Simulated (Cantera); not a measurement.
Input: 1 mol PbO, a varied amount of H₂, at 948.15 K and 1.00 Torr.

Cantera equilibrium calculation (NASA polynomials, part measured and part estimated; ideal gas, pure solids and liquids). Candidate condensed phases: H₂O, Pb, PbO, PbO₂, Pb₃O₄; 12 gas species. Equilibrium is a limit: real reactors are often held back by kinetics, nucleation or transport.

**Question.** At 7.5 mol H₂, list the 3 most abundant gas species with their mole fractions, and the condensed phases.

**Answer.** H₂ 0.864, H₂O 0.133, Pb 0.00361. Condensed: Pb(l).
